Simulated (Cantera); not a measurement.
## PbO + O2 + N2 (iron carbonyl, mercury and lead vapours)

A closed system holds: 1 mol PbO, 0.57 mol O2, 2.4 mol N2, at 0.240 Torr.

Cantera equilibrium calculation (NASA polynomials, part measured and part estimated; ideal gas, pure solids and liquids). Candidate condensed phases: Pb, PbO, PbO2, Pb3O4; 12 gas species. Rates play no part.

```tsv
T (°C)	x N2	x O2	x PbO	x Pb	n PbO(red)	n PbO(yellow)
277	0.808	0.192	<1e-12	<1e-12	1.00	0
377	0.808	0.192	1.23e-11	<1e-12	1.00	0
477	0.808	0.192	1.31e-8	<1e-12	1.00	0
577	0.808	0.192	2.60e-6	7.26e-10	0	1.000
677	0.808	0.192	0.000165	2.99e-7	0	1.000
777	0.804	0.191	0.00463	3.84e-5	0	0.986
877	0.748	0.179	0.0711	0.00214	0	0.765
```
x: gas mole fraction; n: condensed amount in mol.

From 277 °C to 477 °C the condensed part is PbO(red). From 577 °C to 877 °C the condensed part is PbO(yellow).
